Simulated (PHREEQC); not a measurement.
Solution (20 °C): 0.014 mol/kgw H2SiF6. Closed to the air; pH follows from the charge balance.

The numbers come from PHREEQC with the ion-association model, phreeqc.dat.

Precipitation was switched off in this run.

**Question.** Predict the pH, ionic strength.

**Answer.** pH 1.64; ionic strength 0.0397 mol/kgw.

**Question.** In which forms is Si present?

**Answer.** SiF6-2 94 %, H4SiO4 5.8 % of the Si.

The solution is supersaturated, for example in Quartz (slow to form), Chalcedony (slow to form), so a real one may precipitate; this is no full list. SiF6-2 is the database's only silicon fluoride.
